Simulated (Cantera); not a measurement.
Feed: 1 mol Si, 1.7 mol O₂, 110 mol N₂, equilibrated at 360 Pa.

Method: chemical equilibrium by Gibbs-energy minimisation in Cantera with the NASA 1993 tables (ideal gas, pure condensed phases). Candidate condensed phases: Si, SiO₂, Si₂N₂O, Si₃N₄; 16 gas species. The tables hold silica as quartz up to 1696 K and as liquid above; real silica turns to tridymite and cristobalite and melts near 1996 K. Equilibrium is a limit: real reactors are often held back by kinetics, nucleation or transport.

Question: Which condensed phases are stable at each of these points (T (K)): 1523, 1573, 1623, 1673, 1723, 1773, 1823, 1873, 1923, 1973, 2023, 2073, 2123, 2173?

Answer: 
```
T (K)  condensed phases  Si condensed (%)
-----  ----------------  ----------------
1523     SiO₂(β-quartz)             100.0
1573     SiO₂(β-quartz)             100.0
1623     SiO₂(β-quartz)             100.0
1673     SiO₂(β-quartz)             100.0
1723    SiO₂(condensed)             100.0
1773    SiO₂(condensed)             100.0
1823    SiO₂(condensed)              99.8
1873    SiO₂(condensed)              99.3
1923    SiO₂(condensed)              97.6
1973    SiO₂(condensed)              92.0
2023            SiO₂(l)              75.6
2073            SiO₂(l)              33.3
2123           gas only               0.0
2173           gas only               0.0
```

From 1523 K to 1673 K the condensed part is SiO₂(β-quartz). From 1723 K to 1973 K the condensed part is SiO₂(condensed). From 2023 K to 2073 K the condensed part is SiO₂(l). From 2123 K to 2173 K nothing is condensed.
